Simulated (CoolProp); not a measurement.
A Linde-Hampson liquefier for normal hydrogen: isothermal reversible compression at 230 K from 1 atm to 40 MPa, throttling to 1 atm, return gas leaving the recuperator 0 K below the feed. Each further row changes one setting.

The numbers come from the reference Helmholtz-energy equation of state, Leachman 2009 in CoolProp.

| case | compression work (kJ/kg of gas) |
|---|---|
| as stated | 5950 |
| high pressure 80 MPa | 6920 |
| warm-end temperature 260 K | 6700 |
| warm-end gap 5 K | 5950 |
